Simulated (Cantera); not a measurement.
An adiabatic, constant-pressure homogeneous reactor starts with CH₄ : O₂ : N₂ = 1 : 2.6 : 9.77 (molar parts), at 1725 K and 1.10 bar. Integrator tolerance rtol = 1e-08.

Computed with Cantera and GRI-Mech 3.0 (53 species, 325 reactions).

### Question
What does this change do: initial temperature 1725 to 1175 K?

### Answer
```
quantity                                                          before                                  after
---------------------------------  -------------------------------------  -------------------------------------
time of steepest temperature rise                               0.163 ms                                52.8 ms
temperature at 0.800 s                                            2741 K                                 2495 K
equilibrium temperature                                           2741 K                                 2495 K
x(CH₄) at 0.800 s                  <1e-12 (gas-phase equilibrium <1e-12)  <1e-12 (gas-phase equilibrium <1e-12)
x(O₂) at 0.800 s                   0.0452 (gas-phase equilibrium 0.0452)  0.0427 (gas-phase equilibrium 0.0427)
x(H₂O) at 0.800 s                    0.122 (gas-phase equilibrium 0.122)    0.138 (gas-phase equilibrium 0.138)
x(CO₂) at 0.800 s                  0.0473 (gas-phase equilibrium 0.0473)  0.0633 (gas-phase equilibrium 0.0633)
x(OH) at 0.800 s                   0.0211 (gas-phase equilibrium 0.0211)  0.0110 (gas-phase equilibrium 0.0110)
```

### Question
What does this change do: initial temperature 1725 to 1650 K?

### Answer
| quantity | before | after |
|---|---|---|
| time of steepest temperature rise | 0.163 ms | 0.276 ms |
| temperature at 0.800 s | 2741 K | 2711 K |
| equilibrium temperature | 2741 K | 2711 K |
| x(CH₄) at 0.800 s | <1e-12 (gas-phase equilibrium <1e-12) | <1e-12 (gas-phase equilibrium <1e-12) |
| x(O₂) at 0.800 s | 0.0452 (gas-phase equilibrium 0.0452) | 0.0449 (gas-phase equilibrium 0.0449) |
| x(H₂O) at 0.800 s | 0.122 (gas-phase equilibrium 0.122) | 0.124 (gas-phase equilibrium 0.124) |
| x(CO₂) at 0.800 s | 0.0473 (gas-phase equilibrium 0.0473) | 0.0496 (gas-phase equilibrium 0.0496) |
| x(OH) at 0.800 s | 0.0211 (gas-phase equilibrium 0.0211) | 0.0197 (gas-phase equilibrium 0.0197) |

### Question
What does this change do: 0.04 parts H2 added?

### Answer
| quantity | before | after |
|---|---|---|
| time of steepest temperature rise | 0.163 ms | 0.148 ms |
| temperature at 0.800 s | 2741 K | 2746 K |
| equilibrium temperature | 2741 K | 2746 K |
| x(CH₄) at 0.800 s | <1e-12 (gas-phase equilibrium <1e-12) | <1e-12 (gas-phase equilibrium <1e-12) |
| x(O₂) at 0.800 s | 0.0452 (gas-phase equilibrium 0.0452) | 0.0441 (gas-phase equilibrium 0.0441) |
| x(H₂O) at 0.800 s | 0.122 (gas-phase equilibrium 0.122) | 0.124 (gas-phase equilibrium 0.124) |
| x(CO₂) at 0.800 s | 0.0473 (gas-phase equilibrium 0.0473) | 0.0467 (gas-phase equilibrium 0.0467) |
| x(OH) at 0.800 s | 0.0211 (gas-phase equilibrium 0.0211) | 0.0214 (gas-phase equilibrium 0.0214) |
